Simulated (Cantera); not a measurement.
**PbO + N2 + O2 (iron carbonyl, mercury and lead vapours)**

Feed: 1 mol PbO, 0.56 mol N2, 0.23 mol O2, at 1175 K.

Cantera equilibrium calculation (NASA polynomials, part measured and part estimated; ideal gas, pure solids and liquids). Candidate condensed phases: Pb, PbO, PbO2, Pb3O4; 12 gas species. Rates play no part.

```csv
P (Pa),log p N2,log p PbO,log p O2,log p Pb,n PbO(l)
10,-4.41,-4.39,-4.76,-5.54,0.383
36,-3.65,-4.39,-4.03,-5.90,0.897
130,-3.05,-4.39,-3.44,-6.20,0.974
460,-2.49,-4.39,-2.88,-6.48,0.993
1700,-1.92,-4.39,-2.31,-6.76,0.998
6000,-1.37,-4.39,-1.76,-7.04,0.999
22000,-0.81,-4.39,-1.19,-7.32,1.000
77000,-0.26,-4.39,-0.65,-7.59,1.000
280000,0.30,-4.39,-0.09,-7.87,1.000
1000000,0.85,-4.39,0.46,-8.15,1.000
```
log p: log10 of the partial pressure in bar; n: condensed amount in mol.

From 0.0750 Torr to 7500 Torr the condensed part is PbO(l). The main Pb-bearing gas is PbO throughout.
